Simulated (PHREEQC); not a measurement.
## Acid rinse or clean (model solution)

A solution holds 1 mmol/kgw HF, 2.5 mmol/kgw NiCl2 and 28 mmol/kgw MnSO4, at 25 °C. Closed to the air; pH follows from the charge balance.

All values are PHREEQC results (ion-association model, wateq4f.dat), not measurements.

| Property | Result |
|---|---|
| pH | 3.45 |
| ionic strength | 0.0775 mol/kgw |
| total alkalinity | -1.00 meq/kg |

```csv
species,molality,activity,log γ
Mn+2,0.0182,0.00784,-0.367
SO4-2,0.0173,0.00699,-0.393
MnSO4,0.00957,0.00974,0.008
Cl-,0.00484,0.00379,-0.106
Ni+2,0.00162,0.000648,-0.397
NiSO4,0.000867,0.000883,0.008
F-,0.000678,0.000530,-0.108
H+,0.000422,0.000353,-0.078
HSO4-,0.000302,0.000239,-0.101
HF,0.000275,0.000280,0.008
MnCl+,0.000151,0.000121,-0.097
MnF+,3.60e-5,2.87e-5,-0.097
NiF+,8.60e-6,6.85e-6,-0.099
```

Precipitation was switched off in this run.
